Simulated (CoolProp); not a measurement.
Vinyl chloride along the isotherm 156.85 °C: density (kg/m³) from the reference equation and from simpler models built on Tc = 151.9 °C, pc = 5.600 MPa, ω = 0.160; each cubic takes its own stable root.

Values from CoolProp's reference Helmholtz-energy equation of state, Thol 2022.

| p (MPa) | phase | reference | ideal gas | Redlich-Kwong |
|---|---|---|---|---|
| 5.09 | gas | 153.8 | 88.98 | 152.6 |
| 10.2 | supercritical | 614.5 | 178.3 | [?] |
| 15.3 | supercritical | 671.6 | 267.5 | 603.5 |
| 20.4 | supercritical | 706.2 | 356.6 | 646.9 |
| 25.5 | supercritical | 731.8 | 445.8 | 679.1 |
| 30.5 | supercritical | 751.9 | 533.2 | 704.4 |
| 35.6 | supercritical | 769.3 | [?] | [?] |
| 40.7 | supercritical | 784.3 | 711.5 | 744.6 |
| 45.8 | supercritical | 797.7 | 800.6 | 760.8 |
| 50.9 | supercritical | 809.8 | 889.8 | 775.3 |
| 56 | supercritical | 820.8 | 978.9 | 788.2 |

Q: What belongs in the gaps?

A: 
- 10.2, Redlich-Kwong: 534.6
- 35.6, ideal gas: 622.3
- 35.6, Redlich-Kwong: 726.0
